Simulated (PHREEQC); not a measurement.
Make-up at 25 °C: 0.17 mol/kgw H2SO4, 0.00049 mol/kgw ZnSO4 and 9.9e-05 mol/kgw MgCl2. Closed to the air; pH follows from the charge balance.

Equilibrium calculation in PHREEQC: ion-association model, wateq4f.dat.

Problem. The ionic strength comes out as 0.221 mol/kgw. What activity coefficients do H+, Cl-, Zn+2, HSO4-, Zn(SO4)2-2 get?

Solution. H+ 0.79, Cl- 0.70, Zn+2 0.32, HSO4- 0.72, Zn(SO4)2-2 0.30.

No solid was allowed to form.
